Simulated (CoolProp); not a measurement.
Aqueous ammonia as a coolant, at 3 °C, 1 atm.

Model: Melinder's fits for secondary coolants, in CoolProp.

```json
[
 {"mass %": "4.3", "freezing point (°C)": "-5.2", "density (kg/m³)": "982.7", "Prandtl number": "13.7", "viscosity (mPa s)": "1.75", "cp (kJ/(kg K))": "4.208"},
 {"mass %": "6.6", "freezing point (°C)": "-8.3", "density (kg/m³)": "974.0", "Prandtl number": "14.2", "viscosity (mPa s)": "1.76", "cp (kJ/(kg K))": "4.210"},
 {"mass %": "8.9", "freezing point (°C)": "-11.8", "density (kg/m³)": "965.8", "Prandtl number": "14.8", "viscosity (mPa s)": "1.79", "cp (kJ/(kg K))": "4.212"},
 {"mass %": "11.2", "freezing point (°C)": "-15.7", "density (kg/m³)": "957.9", "Prandtl number": "15.6", "viscosity (mPa s)": "1.84", "cp (kJ/(kg K))": "4.215"},
 {"mass %": "13.5", "freezing point (°C)": "-20.1", "density (kg/m³)": "950.3", "Prandtl number": "16.6", "viscosity (mPa s)": "1.90", "cp (kJ/(kg K))": "4.218"},
 {"mass %": "15.8", "freezing point (°C)": "-25.1", "density (kg/m³)": "943.1", "Prandtl number": "17.7", "viscosity (mPa s)": "1.96", "cp (kJ/(kg K))": "4.221"},
 {"mass %": "18.1", "freezing point (°C)": "-30.9", "density (kg/m³)": "936.1", "Prandtl number": "18.6", "viscosity (mPa s)": "2.02", "cp (kJ/(kg K))": "4.224"},
 {"mass %": "20.4", "freezing point (°C)": "-37.7", "density (kg/m³)": "929.3", "Prandtl number": "19.4", "viscosity (mPa s)": "2.05", "cp (kJ/(kg K))": "4.228"},
 {"mass %": "22.8", "freezing point (°C)": "-46.2", "density (kg/m³)": "922.3", "Prandtl number": "19.8", "viscosity (mPa s)": "2.06", "cp (kJ/(kg K))": "4.233"},
 {"mass %": "25.1", "freezing point (°C)": "-56.0", "density (kg/m³)": "915.8", "Prandtl number": "20.0", "viscosity (mPa s)": "2.04", "cp (kJ/(kg K))": "4.238"},
 {"mass %": "27.4", "freezing point (°C)": "-67.7", "density (kg/m³)": "909.5", "Prandtl number": "20.2", "viscosity (mPa s)": "2.03", "cp (kJ/(kg K))": "4.244"}
]
```
